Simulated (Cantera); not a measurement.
## Equilibrium for fluorocarbon and chlorocarbon gases: C2F6 + Si + H2

A closed system holds: 1 mol C2F6, 0.76 mol Si, 0.17 mol H2, equilibrated at 1177 °C.

Equilibrium computed with Cantera from the NASA thermochemical tables; the gas is ideal and each condensed phase is pure. Candidate condensed phases: C, C6H6, C7H8, C8H18, Si, SiC; 113 gas species. The feed counts by its element totals alone. Gases not in the tables: C2F6 and larger saturated fluorocarbons. Kinetics and transport are ignored.

```json
[
 {"P (Pa)": "1", "log p SiF4": "-5.37", "log p CF4": "-5.43", "log p HF": "-5.71", "log p CF2": "-7.42", "log p F": "-7.44", "log p CF3": "-8.85", "log p CHF3": "-12.84", "n C(graphite)": "1.34"},
 {"P (Pa)": "5.20", "log p SiF4": "-4.65", "log p CF4": "-4.71", "log p HF": "-5.00", "log p CF2": "-7.06", "log p F": "-7.26", "log p CF3": "-8.31", "log p CHF3": "-11.76", "n C(graphite)": "1.34"},
 {"P (Pa)": "27", "log p SiF4": "-3.93", "log p CF4": "-4.00", "log p HF": "-4.28", "log p CF2": "-6.70", "log p F": "-7.08", "log p CF3": "-7.77", "log p CHF3": "-10.69", "n C(graphite)": "1.34"},
 {"P (Pa)": "140", "log p SiF4": "-3.22", "log p CF4": "-3.28", "log p HF": "-3.57", "log p CF2": "-6.35", "log p F": "-6.91", "log p CF3": "-7.24", "log p CHF3": "-9.62", "n C(graphite)": "1.34"},
 {"P (Pa)": "720", "log p SiF4": "-2.51", "log p CF4": "-2.57", "log p HF": "-2.86", "log p CF2": "-5.99", "log p F": "-6.73", "log p CF3": "-6.70", "log p CHF3": "-8.55", "n C(graphite)": "1.34"},
 {"P (Pa)": "3700", "log p SiF4": "-1.80", "log p CF4": "-1.86", "log p HF": "-2.14", "log p CF2": "-5.63", "log p F": "-6.55", "log p CF3": "-6.17", "log p CHF3": "-7.48", "n C(graphite)": "1.34"},
 {"P (Pa)": "19000", "log p SiF4": "-1.08", "log p CF4": "-1.15", "log p HF": "-1.43", "log p CF2": "-5.28", "log p F": "-6.37", "log p CF3": "-5.64", "log p CHF3": "-6.42", "n C(graphite)": "1.34"},
 {"P (Pa)": "100000", "log p SiF4": "-0.36", "log p CF4": "-0.43", "log p HF": "-0.71", "log p CF2": "-4.92", "log p F": "-6.19", "log p CF3": "-5.10", "log p CHF3": "-5.33", "n C(graphite)": "1.34"}
]
```
log p: log10 of the partial pressure in bar; n: condensed amount in mol.

From 1.00 Pa to 1.00 bar the condensed part is C(graphite). The main Si-bearing gas is SiF4 throughout.
